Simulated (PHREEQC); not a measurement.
Dissolve 0.24 mol/kgw K2SO4 at 63 °C. Closed to the air; pH follows from the charge balance.

All values are PHREEQC results (ion-association model, wateq4f.dat), not measurements.

| quantity | before | after |
|---|---|---|
| ionic strength (mol/kgw) | 0.506 | 0.543 |
| K+ (mol/kgw) | 0.373 | 0.391 |
| SO4-2 (mol/kgw) | 0.133 | 0.151 |
| KSO4- (mol/kgw) | 0.107 | 0.0886 |
| HSO4- (mol/kgw) | 1.20e-6 | 3.79e-7 |

Q: Name the change that produced these shifts.
A) temperature from 63 to 35 °C
B) temperature from 63 to 55 °C
C) 0.017 mol/kgw KNO3 added
D) K2SO4 from 0.24 to 0.36 mol/kgw

A: A, temperature from 63 to 35 °C

No solid was allowed to form. Away from 25 °C the constants follow the database's enthalpies or fits; those with neither stay at their 25 °C values.
